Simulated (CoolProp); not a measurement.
n-octane at 570.24 K and 0.299 MPa flows at 0.14 m/s in a round tube of 2 mm bore and 1.5 µm roughness, fully developed (64/Re and Nu = 3.66 if laminar; Colebrook and Gnielinski if turbulent). Each further row changes one setting.

The numbers come from the reference Helmholtz-energy equation of state, Beckmüller 2019 in CoolProp.

```
case               Reynolds number  Darcy friction factor  pressure drop (Pa/m)  heat-transfer coefficient (W/(m² K))  mass flow (kg/h)
-----------------  ---------------  ---------------------  --------------------  ------------------------------------  ----------------
as stated                      196                  0.327                  12.1                                  73.6            0.0119
velocity 0.28 m/s              392                  0.163                  24.1                                  73.6            0.0239
diameter 4 mm                  392                  0.163                  3.02                                  36.8            0.0477
```

Viscosity comes from a separate model (Huber 2004). Thermal conductivity comes from a separate model (Huber 2005).
